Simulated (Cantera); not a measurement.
Feed: 1 mol BCl3, 0.46 mol NH3, at 1000 Pa.

These are equilibrium values from Cantera (NASA tables, ideal gas, pure condensed phases), not measurements of a reactor. Candidate condensed phases: B, BN, NH4Cl; 21 gas species. The tables' values for BCl2, BCl are old estimates; treat these amounts as uncertain. Gases not in the tables: BHCl2. Kinetics and transport are ignored.

x: gas mole fraction; n: condensed amount in mol.

```json
[
 {"T (K)": "1198", "x HCl": "0.706", "x BCl3": "0.285", "x H2": "0.00622", "x N2": "0.00207", "x BCl2": "5.31e-6", "x BCl": "2.00e-8", "n BN(s)": "0.452"},
 {"T (K)": "1248", "x HCl": "0.703", "x BCl3": "0.287", "x H2": "0.00802", "x N2": "0.00267", "x BCl2": "1.51e-5", "x BCl": "1.08e-7", "n BN(s)": "0.450"},
 {"T (K)": "1298", "x HCl": "0.698", "x BCl3": "0.288", "x H2": "0.0101", "x N2": "0.00337", "x BCl2": "3.97e-5", "x BCl": "5.09e-7", "n BN(s)": "0.447"},
 {"T (K)": "1348", "x HCl": "0.694", "x BCl3": "0.289", "x H2": "0.0125", "x N2": "0.00416", "x BCl2": "9.69e-5", "x BCl": "2.14e-6", "n BN(s)": "0.444"},
 {"T (K)": "1398", "x HCl": "0.688", "x BCl3": "0.291", "x H2": "0.0152", "x N2": "0.00506", "x BCl2": "0.000222", "x BCl": "8.12e-6", "n BN(s)": "0.441"},
 {"T (K)": "1448", "x HCl": "0.682", "x BCl3": "0.293", "x H2": "0.0181", "x N2": "0.00607", "x BCl2": "0.000480", "x BCl": "2.80e-5", "n BN(s)": "0.437"},
 {"T (K)": "1498", "x HCl": "0.675", "x BCl3": "0.294", "x H2": "…", "x N2": "…", "x BCl2": "0.000985", "x BCl": "8.90e-5", "n BN(s)": "0.432"},
 {"T (K)": "1548", "x HCl": "0.668", "x BCl3": "0.296", "x H2": "0.0247", "x N2": "0.00847", "x BCl2": "0.00192", "x BCl": "0.000261", "n BN(s)": "0.427"},
 {"T (K)": "1598", "x HCl": "0.660", "x BCl3": "0.296", "x H2": "0.0282", "x N2": "0.00996", "x BCl2": "0.00359", "x BCl": "0.000714", "n BN(s)": "0.422"},
 {"T (K)": "1648", "x HCl": "0.651", "x BCl3": "0.295", "x H2": "0.0316", "x N2": "0.0118", "x BCl2": "0.00641", "x BCl": "0.00182", "n BN(s)": "0.414"},
 {"T (K)": "1698", "x HCl": "0.640", "x BCl3": "0.291", "x H2": "…", "x N2": "…", "x BCl2": "0.0109", "x BCl": "0.00433", "n BN(s)": "0.404"},
 {"T (K)": "1748", "x HCl": "0.627", "x BCl3": "0.284", "x H2": "0.0377", "x N2": "0.0179", "x BCl2": "0.0177", "x BCl": "0.00959", "n BN(s)": "0.390"}
]
```

Problem. Complete the blanks.

Solution. 
- 1698, x H2: 0.0349
- 1698, x N2: 0.0143
- 1498, x H2: 0.0213
- 1498, x N2: 0.00719
